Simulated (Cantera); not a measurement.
# Thermodynamics of aluminium nitride and oxide growth, feed Al(CH3)3 + NH3 + N2 + O2

Charge: 1 mol Al(CH3)3, 160 mol NH3, 69 mol N2, 0.67 mol O2, at 650 K.

Equilibrium computed with Cantera from the NASA thermochemical tables; the gas is ideal and each condensed phase is pure. Candidate condensed phases: Al, AlN, Al2O3, C, C6H6, C7H8, C8H18, H2O; 148 gas species. The feed counts by its element totals alone. Rates play no part.

```csv
P (Pa),x H2,x N2,x CH4,x NH3,n AlN(s),n Al2O3(s),n C(graphite)
10,0.620,0.379,0.00100,5.63e-7,0.107,0.447,2.61
32,0.617,0.380,0.00317,1.79e-6,0.107,0.447,1.76
100,0.611,0.381,0.00768,5.52e-6,0.107,0.447,0
320,0.611,0.381,0.00768,1.77e-5,0.107,0.447,0
1000,0.611,0.381,0.00768,5.52e-5,0.107,0.447,0
3200,0.611,0.381,0.00768,0.000177,0.107,0.447,0
10000,0.610,0.381,0.00769,0.000551,0.107,0.447,0
32000,0.609,0.381,0.00770,0.00176,0.107,0.447,0
100000,0.606,0.381,0.00773,0.00545,0.107,0.447,0
```
x: gas mole fraction; n: condensed amount in mol.

From 0.000100 bar to 0.000320 bar the condensed part is AlN(s) + Al2O3(s) + C(graphite). From 0.00100 bar to 1.00 bar the condensed part is AlN(s) + Al2O3(s).
